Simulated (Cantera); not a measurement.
## Transport properties of process gases

Gas mixture: CO₂ : NO = 0.97 : 0.99 (molar parts), at 19.5 Torr, frozen composition.

Cantera's kinetic-theory transport with the Lennard-Jones parameters of GRI-Mech 3.0, ideal gas; thermal conductivity in the multicomponent form. The composition is frozen, though it would react at the higher temperatures.

| T (K) | ρ (kg/m³) | cp (J/kg/K) | μ (µPa s) | λ (mW/m/K) | Pr | D (cm²/s) NH₃ | D (cm²/s) O | D (cm²/s) H |
|---|---|---|---|---|---|---|---|---|
| 400 | 0.0289 | 962.8 | 21.2 | 28.7 | 0.712 | 12.6 | 18.4 | 71.8 |
| 500 | 0.0231 | 1015 | 25.4 | 35.9 | 0.717 | 19.2 | 27.1 | 107 |
| 600 | 0.0193 | 1062 | 29.2 | 43.0 | 0.719 | 27.0 | 37.0 | 147 |
| 700 | 0.0165 | 1102 | 32.7 | 49.9 | 0.721 | 35.8 | 48.0 | 191 |
| 800 | 0.0144 | 1137 | 35.9 | 56.6 | 0.722 | 45.5 | 60.2 | 241 |
| 900 | 0.0128 | 1167 | 39.0 | 63.0 | 0.723 | 56.1 | 73.3 | 294 |
| 1000 | 0.0116 | 1193 | 42.0 | 69.3 | 0.723 | 67.5 | 87.5 | 351 |
| 1100 | 0.0105 | 1213 | 44.8 | 75.1 | 0.723 | 79.8 | 103 | 413 |
| 1200 | 0.00963 | 1230 | 47.5 | 80.8 | 0.724 | 92.8 | 119 | 478 |
D: mixture-averaged diffusion coefficient of that species in the mixture.
